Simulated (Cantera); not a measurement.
Input (Python, Cantera) and output of one run.

```python
import numpy as np
import cantera as ct

gas_names = """
    CL CL2 H HCL H2 Si SiCL SiCL2 SiCL3 SiCL4 SiH SiHCL3 SiH2 SiH2CL2 SiH3 SiH3CL SiH4 Si2 Si3
""".split()
cond_names = """
    Si(cr) Si(L)
""".split()


# ... load() reads the species with a 1 bar reference pressure and builds the phases ...
atoms = {
    'Si2Cl6': {'Si': 2, 'CL': 6},
    'H2': {'H': 2},
}
top_T = {}  # K; cautious upper limits of use, not melting points


# ... equilibrate(T, P, feed) seeds the gas with the atoms and calls Mixture.equilibrate('TP', solver="vcs", rtol=1e-11, max_steps=5000) ...
results = []
feed = {'Si2Cl6': 1, 'H2': 590}  # mol
T = 1425  # K
P = 39000  # Pa
mix = equilibrate(T, P, feed)
results.append((T, P, feed, dict(zip(mix.species_names, mix.species_moles))))
x = sorted(zip(gas.X, gas.species_names), reverse=True)
print(f"T = {T:g} K  P = {P:g} Pa  gas = {mix.phase_moles(0):.4g} mol")
print("   x: " + "  ".join(f"{s} {v:.3e}" for v, s in x if v > 1e-05))
print("   condensed (mol): " + ("  ".join(f"{mix.phase(i).name} {mix.phase_moles(i):.4g}"
      for i in range(1, mix.n_phases) if mix.phase_moles(i) > 1e-12) or "none"))
```

Result:

```
T = 1425 K  P = 39000 Pa  gas = 593 mol
   x: H2 9.902e-01  HCL 9.511e-03  SiCL2 2.758e-04  H 1.087e-05
   condensed (mol): Si(cr) 1.823
```

Equilibrium computed with Cantera from the NASA thermochemical tables; the gas is ideal and each condensed phase is pure. The feed counts by its element totals alone.
